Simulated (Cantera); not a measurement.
Feed: 1 mol Si3N4, 0.051 mol CO2, 51 mol H2, 0.062 mol O2, equilibrated at 1823 K and 133 Pa.

These are equilibrium values from Cantera (NASA tables, ideal gas, pure condensed phases), not measurements of a reactor. Candidate condensed phases: C, C6H6, C7H8, C8H18, H2O, Si, SiC, SiO2, Si2N2O, Si3N4; 151 gas species. Mutual solubility and eutectic melting of coexisting phases are not modelled. Gases not in the tables: Si2H6 and higher silanes. Rates play no part.

### Question
What is the equilibrium state?

### Answer
x(H2): 0.943
x(N2): 0.0372
x(H): 0.0115
x(SiO): 0.00375
x(Si): 0.00332
x(CO): 0.000452
x(SiH): 0.000126
x(Si2C): 3.97e-5
x(HCN): 3.43e-5
n(Si(l)): 2.58 mol
n(SiC(s)): 0.0226 mol
gas amount: 53.72 mol
log10 activity of C(graphite) (absent): -1.57
